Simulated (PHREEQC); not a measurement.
Buffer with nickel, zinc or cadmium bath (model solution)

Solution A (170 mmol/kgw H3PO4 and 1.5 mmol/kgw NaF) is mixed with solution B (0.054 mol NiCl2 and 0.0072 mol Na2SO4 per kg of water) at 25 °C; shares are by mass of water, 1 kg in all. Oxygen alone is held at its pressure in air (log pO2 = -0.68). CO2 from the air is kept out. The run lets Ni(OH)2, Ni3(PO4)2, Ni4(OH)6SO4, Halite, Mirabilite, Morenosite precipitate or redissolve, and no other solid.

The series has 11 steps of share of solution B, from 0 to 1.

Computed with PHREEQC (ion-association model, wateq4f.dat).

**Question.** Between which two steps does the pH jump most, and from what to what?

**Answer.** Between share of solution B = 0.9 and 1: from 2.15 to 5.85.

H3PO4, which wateq4f.dat lacks, is added to it with the constant of phreeqc.dat. The database has no phosphate complexes of Ni.
